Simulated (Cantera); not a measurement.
A closed system holds: 1 mol HF, 0.072 mol O₂, at 1573 K and 3600 Pa.

These are equilibrium values from Cantera (NASA tables, ideal gas, pure condensed phases), not measurements of a reactor. Candidate condensed phases: H₂O; 22 gas species. Kinetics and transport are ignored.

Base state: HF 0.933, O₂ 0.0671, F 0.000121, H₂O 5.75e-5, O 1.43e-5 (mole fractions); condensed: gas only.

Task: What changes in the equilibrium state with this change: pressure from 3600 Pa to 2.40e7 Pa?

Result: 
```csv
species,before,after
HF,0.933,0.930
O₂,0.0671,0.0673
H₂F₂,3.65e-7,0.00242
O,1.43e-5,1.75e-7
F,0.000121,2.74e-5
H₂O,5.75e-5,1.37e-5
```
The ideal-gas law is rough above about 30 bar.
